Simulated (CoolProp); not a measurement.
Properties of fluorine along the isotherm -179.95 °C.

Computed with CoolProp (reference Helmholtz-energy equation of state, de Reuck 1990).

| p (MPa) | phase | Z | Joule-Thomson coefficient (K/MPa) | isothermal compressibility (1/MPa) |
|---|---|---|---|---|
| 1.43 | liquid | ___ | -0.2339 | 0.002317 |
| 2.86 | liquid | 0.09662 | -0.2392 | 0.002244 |
| 4.29 | liquid | 0.1445 | -0.2442 | 0.002175 |
| 5.71 | liquid | 0.1917 | -0.2489 | 0.002112 |
| 7.14 | liquid | ___ | -0.2534 | 0.002051 |
| 8.57 | liquid | 0.2860 | -0.2576 | ___ |
| 10 | liquid | 0.3328 | ___ | 0.001940 |
| 11.4 | liquid | 0.3784 | -0.2653 | 0.001890 |
| 12.9 | liquid | 0.4270 | -0.2690 | 0.001839 |
| 14.3 | liquid | 0.4722 | -0.2724 | 0.001793 |
| 15.7 | liquid | 0.5171 | -0.2755 | ___ |
| 17.1 | liquid | 0.5619 | -0.2785 | 0.001708 |
| 18.6 | liquid | ___ | -0.2816 | 0.001665 |
| 20 | liquid | 0.6540 | -0.2843 | 0.001627 |

Question: What belongs in the gaps?

Answer: 
- 1.43, Z: 0.04847
- 7.14, Z: 0.2390
- 8.57, isothermal compressibility (1/MPa): 0.001994
- 10, Joule-Thomson coefficient (K/MPa): -0.2616
- 15.7, isothermal compressibility (1/MPa): 0.001750
- 18.6, Z: 0.6096
